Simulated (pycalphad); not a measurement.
Computed with pycalphad from the COST 507 light-alloy database (1999), at 1 atm. The database dates from 1999; later assessments differ in places, in temperatures and in the compounds included.

**Question.** How does the equilibrium phase assembly of Si-33Al (at.%) change on cooling from 2350 K to 500 K?

**Answer.** 
| T (K) | phases above | phases below |
|---|---|---|
| 1490.5 | LIQUID | DIAMOND_A4 + LIQUID |
| 850.1 | DIAMOND_A4 + LIQUID | DIAMOND_A4 + FCC_A1 |
Changes were sought between steps of 50 K, so a narrower field can be missed.

FCC_A1 is fcc; DIAMOND_A4 is diamond (Si).
